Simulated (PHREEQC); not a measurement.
Polishing slurry liquid: speciation

Make-up at 25 °C: 0.011 mol KOH, 0.00017 mol K2SO4 and 0.0028 mol H3BO3 per kg of water. Closed to the air; pH follows from the charge balance.

Model: ion-association model, wateq4f.dat, run in PHREEQC.

Each row changes one thing in this solution. This is a speciation only: nothing precipitates in the calculation.

```
case                                                pH  ionic strength (mol/kgw)  SO4-2 (mol/kgw)  KSO4- (mol/kgw)  H3BO3 (mol/kgw)
-----------------------------------------------  -----  ------------------------  ---------------  ---------------  ---------------
as made                                          11.87                    0.0115         0.000162          8.33e-6          5.88e-6
temperature from 25 to 40 °C                     11.41                    0.0115       (withheld)          1.04e-5          1.29e-5
diluted 10-fold with water                       10.90                (withheld)          1.69e-5          1.16e-7          5.77e-6
K2SO4 from 0.00017 to 0.00085 mol/kgw            11.86                    0.0135         0.000805          4.49e-5          5.88e-6
H3BO3 replaced by Cu(BF4)2 at the same molality   4.38                    0.0191         0.000139          6.45e-6          0.00314
```

Task: What belongs in the gaps?

Result: 
- temperature from 25 to 40 °C, SO4-2 (mol/kgw): 0.000160
- diluted 10-fold with water, ionic strength (mol/kgw): 0.00115

Away from 25 °C the constants follow the database's enthalpies or fits; those with neither stay at their 25 °C values. Real BF4- forms and hydrolyses slowly; the run takes it at equilibrium.
